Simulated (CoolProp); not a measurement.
Properties of methane along the isobar 0.101 MPa.

Values from CoolProp's reference Helmholtz-energy equation of state, Setzmann 1991.

```
T (K)  phase  cv (kJ/(kg K))  Joule-Thomson coefficient (K/MPa)  isothermal compressibility (1/MPa)  viscosity (µPa s)  fugacity coefficient
-----  -----  --------------  ---------------------------------  ----------------------------------  -----------------  --------------------
176.8    gas           1.568                              11.58                               9.993               6.99                0.9909
199.8    gas           1.574                              9.306                               9.965               7.85                0.9936
222.8    gas           1.589                              7.655                               9.947               8.68                0.9954
245.8    gas           1.614                              6.392                               9.935               9.48                0.9966
268.8    gas           1.649                              5.390                               9.926               10.2                0.9975
291.8    gas           1.694                              4.576                               9.920               11.0                0.9981
314.8    gas           1.749                              3.904                               9.915               11.7                0.9986
337.9    gas           1.813                              3.342                               9.912               12.4                0.9989
360.9    gas           1.883                              2.874                               9.909               13.1                0.9992
383.9    gas           1.958                              2.479                               9.907               13.8                0.9994
406.9    gas           2.038                              2.145                               9.905               14.4                0.9996
429.9    gas           2.120                              1.861                               9.904               15.1                0.9997
```

Viscosity comes from a separate model (Quiñones-Cisneros 2006).
